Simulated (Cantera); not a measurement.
Input: 1 mol SiCl4, 0.67 mol Cl2, 2.1 mol H2, held at 925 K and 1 atm.

Equilibrium computed with Cantera from the NASA thermochemical tables; the gas is ideal and each condensed phase is pure. Candidate condensed phases: Si; 19 gas species. The tables' values for SiCl3 are old estimates; treat these amounts as uncertain. Equilibrium is a limit: real reactors are often held back by kinetics, nucleation or transport.

Base state: H2 0.378, HCl 0.356, SiCl4 0.264, SiHCl3 0.00102, SiCl3 1.01e-5 (mole fractions); condensed: gas only.

Problem. What changes in the equilibrium state with this change: temperature from 925 K to 825 K?

Solution. 
| species | before | after |
|---|---|---|
| H2 | 0.378 | 0.379 |
| HCl | 0.356 | 0.356 |
| SiCl4 | 0.264 | 0.265 |
| SiCl3 | 1.01e-5 | 6.36e-7 |
| SiHCl3 | 0.00102 | 0.000349 |
